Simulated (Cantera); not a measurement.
## Ignition delay

Mixture: 8.42 % CO, 5.64 % H2, 13.0 % O2, 72.9 % N2, at 0.480 bar, adiabatic and at constant pressure. Ignition delay is the time to a rise of 400 K.

Cantera simulation using GRI-Mech 3.0 (53 species, 325 reactions); the numbers are that mechanism's predictions, not measurements. Where the delays flatten at high temperature, the 400 K rule measures the pace of heat release, not the induction time.

```
T0 (K)  delay (ms)
------  ----------
1423         0.261
1498         0.281
1573         0.312
1648         0.351
1723         0.399
```
